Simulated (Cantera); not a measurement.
Charge: 1 mol PbF₂, a varied amount of H₂, held at 773.15 K and 1.00 bar.

Cantera equilibrium calculation (NASA polynomials, part measured and part estimated; ideal gas, pure solids and liquids). Candidate condensed phases: Pb, PbF₂; 16 gas species. Rates play no part.

Question: Which condensed phases are stable at each of these points (n(H₂) (mol)): 1.5, 2.4, 3.9, 6.3, 10, 16, 26, 42, 67?

Answer: 
```
n(H₂) (mol)  condensed phases  Pb condensed (%)
-----------  ----------------  ----------------
1.5           Pb(l) + PbF₂(s)             100.0
2.4           Pb(l) + PbF₂(s)             100.0
3.9                     Pb(l)             100.0
6.3                     Pb(l)             100.0
10                      Pb(l)             100.0
16                      Pb(l)             100.0
26                      Pb(l)             100.0
42                      Pb(l)             100.0
67                      Pb(l)             100.0
```

From 1.5 mol H₂ to 2.4 mol H₂ the condensed part is Pb(l) + PbF₂(s). From 3.9 mol H₂ to 67 mol H₂ the condensed part is Pb(l).
